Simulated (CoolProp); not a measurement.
R13 along the isotherm 166.5 K: density (kg/m³) from the reference equation and from simpler models built on Tc = 303.0 K, pc = 3973 kPa, ω = 0.175; each cubic takes its own stable root.

Values from CoolProp's reference Helmholtz-energy equation of state, Platzer 1990. This equation is an older, rougher fit; its heat capacities, sound speeds and derivatives of the liquid may be far off and weren't checked against measurements.

| p (kPa) | phase | reference | van der Waals | Soave-Redlich-Kwong |
|---|---|---|---|---|
| 2840 | liquid | 1620 | 1062 | 1582 |
| 5680 | liquid | 1626 | (withheld) | 1589 |
| 8510 | liquid | 1632 | 1084 | 1597 |
| 11400 | liquid | 1638 | 1094 | 1604 |
| 14200 | liquid | 1644 | 1102 | 1610 |
| 17000 | liquid | 1649 | 1109 | 1616 |
| 19900 | liquid | 1655 | 1117 | (withheld) |
| 22700 | liquid | 1660 | (withheld) | (withheld) |
| 25500 | liquid | 1665 | 1129 | 1633 |
| 28400 | liquid | 1670 | 1134 | 1638 |
| 31200 | liquid | 1675 | 1139 | (withheld) |
| 34100 | liquid | (withheld) | (withheld) | 1648 |
| 36900 | liquid | 1684 | 1148 | 1652 |
| 39700 | liquid | 1688 | (withheld) | 1656 |

Problem. Some entries are withheld; supply them.

Solution. 
- 5680, van der Waals: 1074
- 19900, Soave-Redlich-Kwong: 1622
- 22700, van der Waals: 1123
- 22700, Soave-Redlich-Kwong: 1628
- 31200, Soave-Redlich-Kwong: 1643
- 34100, reference: 1679
- 34100, van der Waals: 1144
- 39700, van der Waals: 1152
